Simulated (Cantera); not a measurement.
Input (Python, Cantera) and output of one run.

```python
import numpy as np
import cantera as ct

gas_names = [...]  # 95 gases of nasa_gas.yaml made of C, F, H
cond_names = """
    C(gr) C6H6(L) C7H8(L) C8H18(L),n-octa
""".split()


# ... load() reads the species with a 1 bar reference pressure and builds the phases ...
atoms = {
    'CH2F2': {'C': 1, 'H': 2, 'F': 2},
    'CH4': {'C': 1, 'H': 4},
}
top_T = {'C(gr)': 4500}  # K; cautious upper limits of use, not melting points


# ... equilibrate(T, P, feed) seeds the gas with the atoms and calls Mixture.equilibrate('TP', solver="vcs", rtol=1e-11, max_steps=5000) ...
results = []
feed = {'CH2F2': 1, 'CH4': 0.088}  # mol
T = 2975  # K
P = 35000  # Pa
mix = equilibrate(T, P, feed)
results.append((T, P, feed, dict(zip(mix.species_names, mix.species_moles))))
x = sorted(zip(gas.X, gas.species_names), reverse=True)
print(f"T = {T:g} K  P = {P:g} Pa  gas = {mix.phase_moles(0):.4g} mol")
print("   x: " + "  ".join(f"{s} {v:.3e}" for v, s in x if v > 0.001))
print("   condensed (mol): " + ("  ".join(f"{mix.phase(i).name} {mix.phase_moles(i):.4g}"
      for i in range(1, mix.n_phases) if mix.phase_moles(i) > 1e-12) or "none"))
```

Output:

```
T = 2975 K  P = 35000 Pa  gas = 2.248 mol
   x: HF 8.831e-01  H 5.552e-02  H2 5.051e-02  F 5.739e-03  C2H2,acetylene 2.921e-03
   condensed (mol): C(gr) 1.065
```

Cantera equilibrium calculation (NASA polynomials, part measured and part estimated; ideal gas, pure solids and liquids).
